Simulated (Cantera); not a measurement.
Cantera run:

```python
import numpy as np
import cantera as ct

gas_names = """
    B BF BF2 BF3 BH BHF2 BH2 BH3 BN B2 F F2 H HF H2 H2F2 H3F3 H4F4 H5F5 H6F6 H7F7 N NF NF2 NF3 NH NH2
    NH3 N2 N2H2 N2H4
""".split()
cond_names = """
    B(b) B(L) BN(s)
""".split()


# ... load() reads the species with a 1 bar reference pressure and builds the phases ...
atoms = {
    'BF3': {'B': 1, 'F': 3},
    'NH3': {'N': 1, 'H': 3},
}
top_T = {'BN(s)': 3200}  # K; cautious upper limits of use, not melting points


# ... equilibrate(T, P, feed) seeds the gas with the atoms and calls Mixture.equilibrate('TP', solver="vcs", rtol=1e-11, max_steps=5000) ...
results = []
T = 1300  # K
P = 37000  # Pa
for m in [0.85, 3.4, 5.9, 8.4, 11, 13, 16, 18, 21]:
    feed = {'BF3': 1, 'NH3': m}  # mol
    mix = equilibrate(T, P, feed)
    results.append((T, P, feed, dict(zip(mix.species_names, mix.species_moles))))

top = {s: max(r[3][s] / sum(r[3][g] for g in gas_names) for r in results) for s in gas_names}
cols = sorted((s for s in top if top[s] > 0.0001), key=lambda s: -top[s])[:7]
seen = [c for c in cond_names if any(r[3].get(c, 0) > 1e-12 for r in results)]
print("log10 of partial pressures in bar; condensed amounts in mol")
print(f"{'n(NH3)':>10s}" + "".join(f"{s[:9]:>10s}" for s in cols + seen))
for T, P, feed, n in results:
    ng = sum(n[g] for g in gas_names)
    print(f"{feed['NH3']:10.4g}" + "".join(f"{np.log10(max(n[s] / ng * P / 1e5, 1e-99)):10.3f}" for s in cols)
          + "".join(f"{n.get(c, 0):10.4g}" for c in seen))
```

Result:

```
log10 of partial pressures in bar; condensed amounts in mol
    n(NH3)        H2       BF3        N2        HF      BHF2     BN(s)
      0.85    -0.771    -0.875    -1.247    -1.990    -3.426   0.02393
       3.4    -0.625    -1.353    -1.101    -2.052    -3.696   0.06085
       5.9    -0.599    -1.581    -1.076    -2.111    -3.840   0.08757
       8.4    -0.588    -1.736    -1.065    -2.155    -3.939    0.1103
        11    -0.581    -1.858    -1.058    -2.192    -4.018    0.1312
        13    -0.578    -1.935    -1.055    -2.215    -4.069     0.146
        16    -0.575    -2.033    -1.052    -2.246    -4.133    0.1666
        18    -0.573    -2.090    -1.050    -2.263    -4.170    0.1794
        21    -0.571    -2.165    -1.048    -2.287    -4.220    0.1975
```

Cantera equilibrium calculation (NASA polynomials, part measured and part estimated; ideal gas, pure solids and liquids). The tables' values for BF2 are old estimates; treat these amounts as uncertain.
